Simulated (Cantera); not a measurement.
**Adiabatic ignition**

An adiabatic, constant-pressure homogeneous reactor starts with 1.44 % CH4, 0.332 % C2H6, 1.43 % C3H8, 20.3 % O2, 76.5 % N2, equivalence ratio 0.55, at 1425 K and 0.543 atm.

Detailed kinetics in Cantera: GRI-Mech 3.0 (53 species, 325 reactions). GRI-Mech 3.0 was tuned for natural gas; its chemistry of propane as a main component is partial and can be far from experiment.

```
t (s)     T (K)   x CH4   x C2H6   x C3H8      x NO     x NO2
--------  -----  ------  -------  -------  --------  --------
1.00e-6    1425  0.0144  0.00332   0.0143    <1e-12    <1e-12
3.53e-6    1425  0.0144  0.00332   0.0142    <1e-12    <1e-12
1.25e-5    1424  0.0144  0.00330   0.0141    <1e-12    <1e-12
4.40e-5    1422  0.0143  0.00323   0.0134    <1e-12    <1e-12
0.000155   1441  0.0134  0.00289  0.00802  7.59e-11  2.54e-12
0.000548   2224  <1e-12   <1e-12   <1e-12   7.68e-5   1.49e-8
0.00193    2420  <1e-12   <1e-12   <1e-12  0.000591   2.46e-7
0.00682    2437  <1e-12   <1e-12   <1e-12   0.00222   1.01e-6
0.0241     2430  <1e-12   <1e-12   <1e-12   0.00656   2.97e-6
0.0850     2423  <1e-12   <1e-12   <1e-12    0.0116   5.21e-6
0.300      2422  <1e-12   <1e-12   <1e-12    0.0122   5.50e-6
```
x: mole fraction; the columns are a selection and need not sum to one.

```yaml
time_of_steepest_temperature_rise: 0.240 ms
temperature at 0.300 s: 2422 K
equilibrium_temperature: 2422 K
x(CH4) at 0.300 s: <1e-12 (gas-phase equilibrium <1e-12)
x(C2H6) at 0.300 s: <1e-12 (gas-phase equilibrium <1e-12)
x(C3H8) at 0.300 s: <1e-12 (gas-phase equilibrium <1e-12)
```
